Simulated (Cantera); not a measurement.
A perfectly stirred reactor is fed with CH₃OH : O₂ : N₂ = 0.011 : 0.0091 : 1 (molar parts), equivalence ratio 1.8, at 7500 Torr; it is held at 975 K, and followed from long to short residence time.

Cantera simulation using GRI-Mech 3.0 (53 species, 325 reactions); the numbers are that mechanism's predictions, not measurements. GRI-Mech 3.0 was tuned for natural gas; its chemistry of methanol as a main component is partial and can be far from experiment.

Task: What does this change do: CH3OH 0.011 to 0.072 parts?

Result: 
| quantity | before | after |
|---|---|---|
| x(CH₃OH) at τ = 27.0 s | 3.36e-5 | 8.51e-5 |
| x(O₂) at τ = 27.0 s | 6.58e-5 | 6.33e-6 |
| x(NO) at τ = 27.0 s | 1.98e-12 | <1e-12 |
| x(H₂) at τ = 27.0 s | 0.00954 | 0.109 |
| x(N₂O) at τ = 27.0 s | 6.93e-9 | 1.79e-10 |
| x(CH₃OH) at τ = 0.130 s | 0.00122 | 0.00486 |
| x(O₂) at τ = 0.130 s | 0.00163 | 1.17e-5 |
| x(NO) at τ = 0.130 s | <1e-12 | <1e-12 |
| x(H₂) at τ = 0.130 s | 0.00625 | 0.0963 |
| x(N₂O) at τ = 0.130 s | 3.47e-9 | 8.19e-10 |

Task: What does this change do: CH3OH 0.011 to 0.0026 parts?

Result: 
| quantity | before | after |
|---|---|---|
| x(CH₃OH) at τ = 27.0 s | 3.36e-5 | 2.11e-5 |
| x(O₂) at τ = 27.0 s | 6.58e-5 | 0.00533 |
| x(NO) at τ = 27.0 s | 1.98e-12 | 1.69e-12 |
| x(H₂) at τ = 27.0 s | 0.00954 | 5.18e-6 |
| x(N₂O) at τ = 27.0 s | 6.93e-9 | 1.01e-7 |
| x(CH₃OH) at τ = 0.130 s | 0.00122 | 0.000474 |
| x(O₂) at τ = 0.130 s | 0.00163 | 0.00692 |
| x(NO) at τ = 0.130 s | <1e-12 | <1e-12 |
| x(H₂) at τ = 0.130 s | 0.00625 | 0.000379 |
| x(N₂O) at τ = 0.130 s | 3.47e-9 | 3.36e-9 |
